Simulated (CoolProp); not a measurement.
Fluorine along the isobar 16300 kPa: Z from the reference equation and from simpler models built on Tc = -128.7 °C, pc = 5240 kPa, ω = 0.045; each cubic takes its own stable root.

Values from CoolProp's reference Helmholtz-energy equation of state, de Reuck 1990.

| T (°C) | phase | reference | van der Waals | Soave-Redlich-Kwong | Peng-Robinson |
|---|---|---|---|---|---|
| -165.75 | liquid | 0.4966 | 0.6900 | 0.4946 | 0.4398 |
| -149.75 | liquid | 0.4715 | 0.6413 | 0.4752 | 0.4232 |
| -133.65 | liquid | 0.4657 | 0.6139 | 0.4791 | 0.4291 |
| -117.65 | supercritical | 0.4859 | 0.6063 | 0.5126 | 0.4645 |
| -101.55 | supercritical | 0.5483 | 0.6195 | 0.5852 | 0.5393 |
| -85.55 | supercritical | 0.6484 | 0.6546 | 0.6823 | 0.6369 |
| -69.45 | supercritical | 0.7421 | 0.7063 | 0.7708 | 0.7253 |
| -53.45 | supercritical | 0.8138 | 0.7606 | 0.8382 | 0.7933 |
| -37.35 | supercritical | 0.8674 | 0.8087 | 0.8884 | 0.8450 |
| -21.35 | supercritical | 0.9066 | 0.8478 | 0.9258 | 0.8841 |
| -5.25 | supercritical | 0.9360 | 0.8793 | 0.9542 | 0.9146 |
| 10.75 | supercritical | 0.9580 | 0.9045 | 0.9760 | 0.9383 |
| 26.85 | supercritical | 0.9749 | 0.9249 | 0.9930 | 0.9573 |
